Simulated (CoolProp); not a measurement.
Vapour-liquid equilibrium of R143a (1) + R134a (2) at 261.1 K; x and y are mole fractions of (1).

Model: multi-fluid Helmholtz-energy mixture model, Lemmon and Jacobsen 2000 and Tillner-Roth 1994; pair parameters Lemmon 2004, in CoolProp.

Give the bubble pressure and the first vapour's composition at x = 0.125, 0.2, 0.275. Is there an azeotrope?

x = 0.125: 0.2132 MPa, y = 0.233; x = 0.2: 0.2303 MPa, y = 0.346; x = 0.275: 0.2475 MPa, y = 0.444. No azeotrope shows between x = 0.05 and 0.95.

Pair parameters are fitted to limited data, so mixtures are less certain than the pure fluids.
